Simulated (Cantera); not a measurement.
**AlN + H2 + N2 (nitride etching)**

Charge: 1 mol AlN, 440 mol H2, 1.8 mol N2, held at 1473 K and 0.0100 bar.

Equilibrium computed with Cantera from the NASA thermochemical tables; the gas is ideal and each condensed phase is pure. Candidate condensed phases: Al, AlN; 13 gas species. The numbers say what is thermodynamically allowed, not how fast it happens.

```
Quantity                              Value
--------------------------------  ---------
x(H2)                                 0.996
x(N2)                               0.00407
x(H)                               0.000126
n(AlN(s))                         1.000 mol
gas amount                        441.8 mol
log10 activity of Al(l) (absent)      -3.34
```
